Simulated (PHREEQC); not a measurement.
# Nickel, zinc or cadmium bath (model solution)

Consider water at 25 °C with 0.0027 mol ZnSO4, 0.00074 mol NaCl and 3.5e-05 mol MnSO4 per kg of water. Closed to the air; pH follows from the charge balance.

Computed with PHREEQC (ion-association model, wateq4f.dat).

Each row changes one thing in this solution. This is a speciation only: nothing precipitates in the calculation.

| case | pH | ionic strength (mol/kgw) | SO4-2 (mol/kgw) | Zn+2 (mol/kgw) | ZnSO4 (mol/kgw) | Mn+2 (mol/kgw) | SI of Zincite(c) (ZnO) | SI of Zn(OH)2-e (Zn(OH)2) |
|---|---|---|---|---|---|---|---|---|
| as made | 5.91 | 0.00956 | 0.00219 | 0.00217 | 0.000511 | 2.96e-5 | -2.14 | -2.50 |
| NaCl left out | 5.92 | 0.00879 | 0.00219 | 0.00217 | 0.000522 | 2.96e-5 | -2.14 | -2.50 |
| ZnSO4 from 0.0027 to 0.0054 mol/kgw | 5.82 | 0.0168 | 0.00396 | 0.00398 | 0.00137 | 2.77e-5 | -2.11 | -2.47 |
| diluted 10-fold with water | 6.29 | 0.00112 | 0.000262 | 0.000258 | 1.17e-5 | 3.38e-6 | -2.21 | -2.57 |
| 0.0051 mol/kgw MgBr2 added | 5.92 | 0.0232 | 0.00179 | 0.00237 | 0.000321 | 3.17e-5 | -2.17 | -2.53 |
